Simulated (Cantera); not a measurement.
## Aluminium nitride and oxide growth: Al + N2 + H2

Input: 1 mol Al, 3.5 mol N2, 29 mol H2, held at 0.00170 bar.

These are equilibrium values from Cantera (NASA tables, ideal gas, pure condensed phases), not measurements of a reactor. Candidate condensed phases: Al, AlN; 13 gas species. The numbers say what is thermodynamically allowed, not how fast it happens.

```tsv
T (°C)	x H2	x N2	x H	x Al	x AlH	x NH3	n AlN(s)
350	0.906	0.0937	<1e-12	<1e-12	<1e-12	1.28e-5	1.00
500	0.906	0.0937	2.10e-11	<1e-12	<1e-12	1.78e-6	1.00
650	0.906	0.0937	5.65e-9	<1e-12	<1e-12	4.54e-7	1.00
800	0.906	0.0937	3.23e-7	<1e-12	<1e-12	1.66e-7	1.00
950	0.906	0.0937	6.94e-6	2.64e-11	4.69e-12	7.72e-8	1.00
1100	0.906	0.0937	7.69e-5	2.54e-8	2.07e-9	4.22e-8	1.000
1250	0.906	0.0937	0.000533	6.23e-6	2.70e-7	2.60e-8	1.000
1400	0.903	0.0938	0.00262	0.000562	1.45e-5	1.73e-8	0.982
1550	0.865	0.102	0.00977	0.0229	0.000377	1.21e-8	0.223
1700	0.838	0.103	0.0300	0.0291	0.000326	8.80e-9	0
1850	0.793	0.100	0.0775	0.0285	0.000227	6.31e-9	0
```
x: gas mole fraction; n: condensed amount in mol.

From 350 °C to 1550 °C the condensed part is AlN(s). From 1700 °C to 1850 °C nothing is condensed.
